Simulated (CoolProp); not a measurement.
A single-stage vapour-compression cycle with the fluid: evaporating at 296.15 K (dew point), condensing at 361.15 K (bubble point), superheat 5 K, subcooling 8 K, compressor efficiency 0.9, no pressure losses. The same conditions are run with several fluids, on thermodynamics alone (safety and materials aside).

The numbers come from the reference Helmholtz-energy equation of state of each fluid (R11: Jacobsen 1992; R227EA: Lemmon 2016; n-hexane: Thol 2019; n-perfluoropentane: Gao 2022; cyclohexane: Zhou 2014; R123: Younglove 1994) in CoolProp.

```csv
fluid,cooling COP,pressure ratio,discharge temperature (K),refrigerating effect (kJ/kg),volumetric capacity (kJ/m³)
R11,3.41,6.39,375.5,(withheld),743
R227EA,2.08,(withheld),361.2,(withheld),1450
n-hexane,3.22,9.68,361.2,239,154
n-perfluoropentane,(withheld),(withheld),361.1,33.7,(withheld)
cyclohexane,(withheld),10.6,362.1,(withheld),115
R123,3.25,7.02,362.3,115,620
```

### Question
Fill in the missing entries.

### Answer

- R11, refrigerating effect (kJ/kg): 133
- R227EA, pressure ratio: 5.16
- R227EA, refrigerating effect (kJ/kg): 43.7
- n-perfluoropentane, cooling COP: 2.12
- n-perfluoropentane, pressure ratio: 7.27
- n-perfluoropentane, volumetric capacity (kJ/m³): 324
- cyclohexane, cooling COP: 3.45
- cyclohexane, refrigerating effect (kJ/kg): 287

The compression ends wet for: R227EA; n-hexane; n-perfluoropentane.
